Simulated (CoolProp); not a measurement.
Properties of R404A along the isobar 1940 kPa (Tc = 345.3 K, pc = 3735 kPa, ω = 0.293).

Model: reference Helmholtz-energy equation of state, Lemmon 2003, in CoolProp. It is a pseudo-pure fit of the blend.

```csv
T (K),phase,cv (kJ/(kg K)),Joule-Thomson coefficient (K/MPa),Prandtl number
344.1,gas,?,12.84,?
360.3,gas,0.9396,?,0.879
376.6,gas,0.9539,?,0.854
392.8,gas,?,7.829,0.840
409,gas,0.9895,6.852,0.833
425.2,gas,1.009,6.056,0.830
441.5,gas,1.028,5.392,0.829
457.7,gas,?,4.838,0.830
```

Fill in the missing entries.


- 344.1, cv (kJ/(kg K)): 0.9312
- 344.1, Prandtl number: 0.927
- 360.3, Joule-Thomson coefficient (K/MPa): 10.66
- 376.6, Joule-Thomson coefficient (K/MPa): 9.056
- 392.8, cv (kJ/(kg K)): 0.9710
- 457.7, cv (kJ/(kg K)): 1.048

Viscosity comes from a separate model (Geller 2000). Thermal conductivity comes from a separate model (Geller 2001).
